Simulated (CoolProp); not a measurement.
Vapour-liquid equilibrium of n-heptane (1) + p-xylene (2) at 64.2 kPa; x and y are mole fractions of (1).

The numbers come from the multi-fluid Helmholtz-energy mixture model, Span 2003 and Zhou 2012; pair parameters Bell 2016 in CoolProp.

| x | bubble temperature, mixture model (°C) | bubble temperature, Raoult's law (°C) | y, mixture model | y, Raoult's law |
|---|---|---|---|---|
| 0.05 | 117.6 | 118.8 | 0.162 | 0.138 |
| 0.125 | 112.2 | 114.3 | 0.341 | 0.308 |
| 0.2 | 107.7 | 110.2 | 0.471 | 0.442 |
| 0.275 | 104.0 | 106.6 | 0.569 | 0.549 |
| 0.35 | 100.8 | 103.3 | 0.646 | 0.637 |
| 0.425 | 98.1 | 100.3 | 0.710 | 0.710 |
| 0.5 | 95.6 | 97.6 | 0.763 | 0.770 |
| 0.575 | 93.4 | 95.0 | 0.809 | 0.821 |
| 0.65 | 91.4 | 92.7 | 0.849 | 0.864 |
| 0.725 | 89.6 | 90.5 | 0.886 | 0.901 |
| 0.8 | 87.8 | 88.4 | 0.920 | 0.933 |
| 0.875 | 86.2 | 86.5 | 0.951 | 0.961 |
| 0.95 | 84.6 | 84.7 | 0.981 | 0.985 |

The largest gap from Raoult's law is -2.6 K in bubble temperature, at x = 0.275. No azeotrope shows between x = 0.05 and 0.95.

The pair parameters rest on a limited set of measurements; away from them the model extrapolates.
